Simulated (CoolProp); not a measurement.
Vapour-liquid equilibrium of cyclohexane (1) + ethylbenzene (2) at 438.3 K; x and y are mole fractions of (1).

Model: multi-fluid Helmholtz-energy mixture model, Zhou 2014 and Zhou 2012; pair parameters Bell 2016, in CoolProp.

**Question.** Give the bubble pressure and the first vapour's composition at x = 0.275, 0.65, 0.8. Is there an azeotrope?

**Answer.** x = 0.275: 0.3705 MPa, y = 0.566; x = 0.65: 0.5681 MPa, y = 0.843; x = 0.8: 0.6415 MPa, y = 0.913. No azeotrope shows between x = 0.05 and 0.95.

Pair parameters are fitted to limited data, so mixtures are less certain than the pure fluids.
